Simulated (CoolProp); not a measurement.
The fluid at 298.15 K and 0.318 MPa (stagnation) flows isentropically through a choked orifice. The same conditions are run with several fluids, on thermodynamics alone (safety and materials aside).

Model: reference Helmholtz-energy equation of state of each fluid (ammonia: Gao 2020; CF4 (R14): Platzer 1990; R143a: Lemmon and Jacobsen 2000; nitrous oxide: Lemmon 2006), in CoolProp. The equations of Platzer and Polt are older, rougher fits.

| fluid | throat to inlet pressure ratio | mass flux (kg/(m² s)) | throat temperature (K) |
|---|---|---|---|
| ammonia | 0.544 | 566 | 258.9 |
| CF4 (R14) | 0.571 | ___ | 275.4 |
| R143a | ___ | 1190 | 280.1 |
| nitrous oxide | 0.547 | 897 | ___ |

Q: What belongs in the gaps?

A: 
- CF4 (R14), mass flux (kg/(m² s)): 1220
- R143a, throat to inlet pressure ratio: 0.584
- nitrous oxide, throat temperature (K): 260.6
